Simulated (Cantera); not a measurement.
Mixture: CH4 : O2 : N2 = 1 : 1.67 : 5.67 (molar parts), equivalence ratio 1.2, at 0.310 bar, adiabatic and at constant volume. Ignition delay is the time to a rise of 400 K.

Cantera simulation using GRI-Mech 3.0 (53 species, 325 reactions); the numbers are that mechanism's predictions, not measurements.

Predict: delay at 1150 K; delay at 1225 K; delay at 1300 K; delay at 1375 K; delay at 1450 K; delay at 1525 K; apparent activation energy between 1375 and 1525 K.


| Item | Result |
|---|---|
| delay at 1150 K | 0.245 s |
| delay at 1225 K | 77.5 ms |
| delay at 1300 K | 27.0 ms |
| delay at 1375 K | 10.4 ms |
| delay at 1450 K | 4.48 ms |
| delay at 1525 K | 2.15 ms |
| apparent activation energy between 1375 and 1525 K | 180 kJ/mol |
